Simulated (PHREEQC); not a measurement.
Make-up at 90 °C: 48 mmol/kgw NaAlO2 and 4.1 mmol/kgw Na2CO3. Closed to the air; pH follows from the charge balance.

The numbers come from PHREEQC with the ion-association model, wateq4f.dat.

Precipitation was switched off in this run.

Problem. Predict the pH.

Solution. pH 9.40.

Problem. In which forms is C present?

Solution. NaCO3- 61 %, HCO3- 28 %, CO3-2 10 %, NaHCO3 0.5 % of the C.

The solution is supersaturated, for example in Boehmite (slow to form), Gibbsite (slow to form), so a real one may precipitate; this is no full list. Away from 25 °C the constants follow the database's enthalpies or fits; those with neither stay at their 25 °C values.
